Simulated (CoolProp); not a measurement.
A single-stage vapour-compression cycle with the fluid: evaporating at 256.15 K (dew point), condensing at 288.15 K (bubble point), superheat 0 K, subcooling 5 K, compressor efficiency 0.9, no pressure losses. The same conditions are run with several fluids, on thermodynamics alone (safety and materials aside).

The numbers come from the reference Helmholtz-energy equation of state of each fluid (R227EA: Lemmon 2016; fluoroethane (R161): Wu 2012; carbon dioxide: Span 1996; isobutene: Lemmon 2005; n-pentane: Thol 2019; R152A: Outcalt 1996) in CoolProp.

Task: Rank R227EA, fluoroethane (R161), carbon dioxide, isobutene, n-pentane, R152A by cooling COP, highest first.

Result: n-pentane (6.69), isobutene (6.64), R152A (6.60), fluoroethane (R161) (6.53), R227EA (6.32), carbon dioxide (5.36)

```json
[
 {"fluid": "R227EA", "pressure ratio": "3.36", "discharge temperature (K)": "288.1", "refrigerating effect (kJ/kg)": "102", "volumetric capacity (kJ/m³)": "843"},
 {"fluid": "fluoroethane (R161)", "pressure ratio": "2.91", "discharge temperature (K)": "308.5", "refrigerating effect (kJ/kg)": "344", "volumetric capacity (kJ/m³)": "1980"},
 {"fluid": "carbon dioxide", "pressure ratio": "2.36", "discharge temperature (K)": "320.3", "refrigerating effect (kJ/kg)": "212", "volumetric capacity (kJ/m³)": "12100"},
 {"fluid": "isobutene", "pressure ratio": "3.31", "discharge temperature (K)": "294.3", "refrigerating effect (kJ/kg)": "340", "volumetric capacity (kJ/m³)": "624"},
 {"fluid": "n-pentane", "pressure ratio": "4.38", "discharge temperature (K)": "289.8", "refrigerating effect (kJ/kg)": "338", "volumetric capacity (kJ/m³)": "122"},
 {"fluid": "R152A", "pressure ratio": "3.20", "discharge temperature (K)": "305.4", "refrigerating effect (kJ/kg)": "278", "volumetric capacity (kJ/m³)": "1250"}
]
```

The compression ends wet for: R227EA.
